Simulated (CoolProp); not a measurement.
Vapour-liquid equilibrium of cis-2-butene (1) + ethanol (2) at 0.929 MPa; x and y are mole fractions of (1).

Model: multi-fluid Helmholtz-energy mixture model, Lemmon 2005 and Schroeder 2014; pair parameters Bell 2016, in CoolProp.

| x | bubble temperature, mixture model (K) | bubble temperature, Raoult's law (K) | y, mixture model | y, Raoult's law |
|---|---|---|---|---|
| 0.05 | 407.9 | 416.0 | 0.297 | 0.166 |
| 0.15 | [?] | 406.5 | 0.660 | 0.423 |
| 0.25 | 370.4 | 397.7 | 0.797 | 0.605 |
| 0.35 | 363.8 | 389.6 | 0.846 | 0.732 |
| 0.45 | 361.1 | 382.2 | 0.864 | 0.820 |
| 0.55 | 359.8 | 375.6 | 0.873 | 0.882 |
| 0.65 | 358.8 | 369.7 | 0.882 | 0.925 |
| 0.75 | [?] | 364.3 | 0.897 | 0.956 |
| 0.85 | [?] | 359.5 | 0.923 | 0.978 |
| 0.95 | 353.9 | 355.1 | 0.967 | 0.994 |

### Question
Complete the blanks.

### Answer

- 0.15, bubble temperature, mixture model (K): 384.7
- 0.75, bubble temperature, mixture model (K): 357.4
- 0.85, bubble temperature, mixture model (K): 355.7

The largest gap from Raoult's law is -27.3 K in bubble temperature, at x = 0.25. No azeotrope shows between x = 0.05 and 0.95.

The pair parameters rest on a limited set of measurements; away from them the model extrapolates. With so large a gap from Raoult's law the liquid may split in two, which this calculation doesn't test in full.
